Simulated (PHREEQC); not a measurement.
Dissolve 1.4 mmol/kgw H2SeO3 and 150 mmol/kgw FeCl3 at 25 °C. It is in equilibrium with CO2 at log p = -1 (atm). Otherwise closed; pH follows from the charge balance.

The numbers come from PHREEQC with the ion-association model, wateq4f.dat.

| quantity | before | after |
|---|---|---|
| pH | 1.85 | 1.80 |
| ionic strength (mol/kgw) | 0.542 | 0.538 |
| Cl- (mol/kgw) | 0.327 | 0.328 |
| FeCl+2 (mol/kgw) | 0.0800 | 0.0875 |
| FeCl2+ (mol/kgw) | 0.0212 | 0.0168 |
| SI of Goethite (FeOOH) | +3.96 | +4.05 |

Question: What was changed between the two runs?
A) 0.018 mol/kgw Ca(OH)2 added
B) diluted 2-fold with water
C) temperature from 25 to 35 °C
D) FeCl3 from 0.15 to 0.225 mol/kgw
E) H2SeO3 from 0.0014 to 0.0007 mol/kgw

Answer: C, temperature from 25 to 35 °C

Precipitation was switched off in this run. Some of these states are supersaturated (in Hematite (slow to form), Goethite (slow to form), for instance).
